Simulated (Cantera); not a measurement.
**Abatement and gas-phase synthesis: N2O + H2 + O2**

A closed system holds: 1 mol N2O, 0.71 mol H2, 4.9 mol O2, equilibrated at 2875 K and 26.0 mbar.

These are equilibrium values from Cantera (NASA tables, ideal gas, pure condensed phases), not measurements of a reactor. Candidate condensed phases: H2O; 24 gas species. Rates play no part.

```json
{
 "x(O2)": "0.437",
 "x(O)": "0.297",
 "x(N2)": "0.107",
 "x(OH)": "0.0573",
 "x(H)": "0.0517",
 "x(H2O)": "0.0229",
 "x(NO)": "0.0216",
 "x(H2)": "0.00621",
 "x(N)": "1.22e-5",
 "gas_amount": "8.492 mol"
}
```
